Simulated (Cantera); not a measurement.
An isothermal, constant-pressure homogeneous reactor starts with N₂O : O₂ = 1 : 2.7 (molar parts), at 1325 K and 750 Torr. Integrator tolerance rtol = 1e-08.

Detailed kinetics in Cantera: GRI-Mech 3.0 (53 species, 325 reactions). GRI-Mech 3.0 was tuned for natural gas; its chemistry of N2O as a main component is partial and can be far from experiment. The mechanism lacks the step 2 NO + O2 → 2 NO2, which can matter for NO2 below about 1400 K. The temperature is held fixed by assumption; the heat of reaction is taken as removed at once.

Question: What does this change do: pressure from 750 Torr to 100.0 Torr?

Answer: 
```json
[
 {"quantity": "x(N₂O) at 5.00 s", "before": "5.05e-7 (gas-phase equilibrium 1.76e-8)", "after": "0.0108 (gas-phase equilibrium 6.42e-9)"},
 {"quantity": "x(O₂) at 5.00 s", "before": "0.747 (gas-phase equilibrium 0.762)", "after": "0.743 (gas-phase equilibrium 0.762)"},
 {"quantity": "x(O) at 5.00 s", "before": "2.40e-7 (gas-phase equilibrium 2.42e-7)", "after": "4.92e-6 (gas-phase equilibrium 6.63e-7)"},
 {"quantity": "x(NO₂) at 5.00 s", "before": "0.000523 (gas-phase equilibrium 9.10e-6)", "after": "7.02e-5 (gas-phase equilibrium 3.32e-6)"},
 {"quantity": "x(N₂) at 5.00 s", "before": "0.224 (gas-phase equilibrium 0.238)", "after": "0.211 (gas-phase equilibrium 0.238)"},
 {"quantity": "x(NO) at 5.00 s", "before": "0.0284 (gas-phase equilibrium 0.000488)", "after": "0.0346 (gas-phase equilibrium 0.000488)"}
]
```

Question: What does this change do: pressure from 750 Torr to 15.8 Torr?

Answer: 
| quantity | before | after |
|---|---|---|
| x(N₂O) at 5.00 s | 5.05e-7 (gas-phase equilibrium 1.76e-8) | 0.147 (gas-phase equilibrium 2.55e-9) |
| x(O₂) at 5.00 s | 0.747 (gas-phase equilibrium 0.762) | 0.736 (gas-phase equilibrium 0.762) |
| x(O) at 5.00 s | 2.40e-7 (gas-phase equilibrium 2.42e-7) | 1.05e-5 (gas-phase equilibrium 1.67e-6) |
| x(NO₂) at 5.00 s | 0.000523 (gas-phase equilibrium 9.10e-6) | 1.02e-5 (gas-phase equilibrium 1.32e-6) |
| x(N₂) at 5.00 s | 0.224 (gas-phase equilibrium 0.238) | 0.0996 (gas-phase equilibrium 0.238) |
| x(NO) at 5.00 s | 0.0284 (gas-phase equilibrium 0.000488) | 0.0173 (gas-phase equilibrium 0.000488) |
Radical loss at walls, strong at low pressure, is not modelled.
